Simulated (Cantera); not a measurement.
Feed: 1 mol Si, 2.7 mol Br2, 12 mol H2, at 0.00210 bar.

Method: chemical equilibrium by Gibbs-energy minimisation in Cantera with the NASA 1993 tables (ideal gas, pure condensed phases). Candidate condensed phases: Br2, Si; 19 gas species. The tables' values for SiBr3 are old estimates; treat these amounts as uncertain. The numbers say what is thermodynamically allowed, not how fast it happens.

Problem. At 827 °C, list the 4 most abundant gas species with their mole fractions, and the condensed phases.

Solution. H2 0.766, HBr 0.163, SiBr4 0.0363, SiBr2 0.0299. Condensed: gas only.
